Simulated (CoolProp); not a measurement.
Sulfur dioxide along the isotherm 525 K: Z from the reference equation and from simpler models built on Tc = 430.6 K, pc = 7.887 MPa, ω = 0.256; each cubic takes its own stable root.

Computed with CoolProp (reference Helmholtz-energy equation of state, Gao 2016).

| p (MPa) | phase | reference |
|---|---|---|
| 0.493 | gas | 0.9893 |
| 0.986 | gas | 0.9786 |
| 1.48 | gas | 0.9677 |
| 1.97 | gas | 0.9568 |
| 2.46 | gas | 0.9458 |
| 2.96 | gas | 0.9345 |
| 3.45 | gas | 0.9234 |
| 3.94 | gas | 0.9122 |

Task: How far does each simpler model (Pitzer virial, van der Waals, Redlich-Kwong) lie from the reference over these 8 states: mean and median of the absolute difference, and the worst?

Result: 
- Pitzer virial: mean 0.1 %, median 0.1 %, worst +0.3 % at 525 K and 3.94 MPa
- van der Waals: mean 0.5 %, median 0.4 %, worst -1.0 % at 525 K and 3.94 MPa
- Redlich-Kwong: mean 0.6 %, median 0.6 %, worst -1.1 % at 525 K and 3.94 MPa
